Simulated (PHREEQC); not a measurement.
FeCl3 is added in steps, without added water, to 1 kg of water holding 0.0048 mol/kgw NH4Cl and 0.0003 mol/kgw K2HPO4, at 25 °C. O2 is buffered at 0.21 atm. CO2 is held at log p = -1 (atm). Solids allowed: Fe(OH)3(a), Strengite. Others were left out.

Base run: PHREEQC, ion-association model, wateq4f.dat. Each further column changes one thing. The table gives H2PO4- (mol/kgw).

```json
[
 {"FeCl3 added (mol)": "0", "base": "0.000296", "temperature from 25 to 80 °C": "0.000287", "K2HPO4 replaced by Na2HPO4 at the same molality": "0.000296", "K2HPO4 from 0.0003 to 3e-05 mol/kgw": "2.98e-5", "no solid may form": "0.000296"},
 {"FeCl3 added (mol)": "0.00045", "base": "7.13e-9", "temperature from 25 to 80 °C": "5.28e-8", "K2HPO4 replaced by Na2HPO4 at the same molality": "7.13e-9", "K2HPO4 from 0.0003 to 3e-05 mol/kgw": "3.47e-9", "no solid may form": "0.000159"},
 {"FeCl3 added (mol)": "0.00135", "base": "2.75e-9", "temperature from 25 to 80 °C": "1.29e-8", "K2HPO4 replaced by Na2HPO4 at the same molality": "2.75e-9", "K2HPO4 from 0.0003 to 3e-05 mol/kgw": "2.21e-9", "no solid may form": "1.50e-5"},
 {"FeCl3 added (mol)": "0.0018", "base": "2.61e-9", "temperature from 25 to 80 °C": "1.09e-8", "K2HPO4 replaced by Na2HPO4 at the same molality": "2.61e-9", "K2HPO4 from 0.0003 to 3e-05 mol/kgw": "2.22e-9", "no solid may form": "8.28e-6"},
 {"FeCl3 added (mol)": "0.00225", "base": "2.59e-9", "temperature from 25 to 80 °C": "9.88e-9", "K2HPO4 replaced by Na2HPO4 at the same molality": "2.59e-9", "K2HPO4 from 0.0003 to 3e-05 mol/kgw": "2.28e-9", "no solid may form": "5.51e-6"},
 {"FeCl3 added (mol)": "0.00315", "base": "2.68e-9", "temperature from 25 to 80 °C": "8.93e-9", "K2HPO4 replaced by Na2HPO4 at the same molality": "2.68e-9", "K2HPO4 from 0.0003 to 3e-05 mol/kgw": "2.45e-9", "no solid may form": "3.22e-6"},
 {"FeCl3 added (mol)": "0.0036", "base": "2.76e-9", "temperature from 25 to 80 °C": "8.70e-9", "K2HPO4 replaced by Na2HPO4 at the same molality": "2.76e-9", "K2HPO4 from 0.0003 to 3e-05 mol/kgw": "2.54e-9", "no solid may form": "2.65e-6"},
 {"FeCl3 added (mol)": "0.00405", "base": "2.85e-9", "temperature from 25 to 80 °C": "8.57e-9", "K2HPO4 replaced by Na2HPO4 at the same molality": "2.85e-9", "K2HPO4 from 0.0003 to 3e-05 mol/kgw": "2.65e-9", "no solid may form": "2.26e-6"},
 {"FeCl3 added (mol)": "0.00495", "base": "3.05e-9", "temperature from 25 to 80 °C": "8.49e-9", "K2HPO4 replaced by Na2HPO4 at the same molality": "3.05e-9", "K2HPO4 from 0.0003 to 3e-05 mol/kgw": "2.87e-9", "no solid may form": "1.75e-6"},
 {"FeCl3 added (mol)": "0.0054", "base": "3.15e-9", "temperature from 25 to 80 °C": "8.50e-9", "K2HPO4 replaced by Na2HPO4 at the same molality": "3.15e-9", "K2HPO4 from 0.0003 to 3e-05 mol/kgw": "2.98e-9", "no solid may form": "1.57e-6"},
 {"FeCl3 added (mol)": "0.00585", "base": "3.26e-9", "temperature from 25 to 80 °C": "8.55e-9", "K2HPO4 replaced by Na2HPO4 at the same molality": "3.26e-9", "K2HPO4 from 0.0003 to 3e-05 mol/kgw": "3.10e-9", "no solid may form": "1.43e-6"},
 {"FeCl3 added (mol)": "0.00675", "base": "3.49e-9", "temperature from 25 to 80 °C": "8.69e-9", "K2HPO4 replaced by Na2HPO4 at the same molality": "3.49e-9", "K2HPO4 from 0.0003 to 3e-05 mol/kgw": "3.33e-9", "no solid may form": "1.22e-6"},
 {"FeCl3 added (mol)": "0.0072", "base": "3.60e-9", "temperature from 25 to 80 °C": "8.79e-9", "K2HPO4 replaced by Na2HPO4 at the same molality": "3.60e-9", "K2HPO4 from 0.0003 to 3e-05 mol/kgw": "3.45e-9", "no solid may form": "1.14e-6"}
]
```

H3PO4, which wateq4f.dat lacks, is added to it with the constant of phreeqc.dat. Away from 25 °C the constants follow the database's enthalpies or fits; those with neither stay at their 25 °C values. In at least one series the solution becomes supersaturated in solids that the run did not let form, among them Fe(OH)3(a), Strengite. Solids allowed in the column 'K2HPO4 replaced by Na2HPO4 at the same molality': Fe(OH)3(a), Strengite, Halite, Nahcolite, Natron.
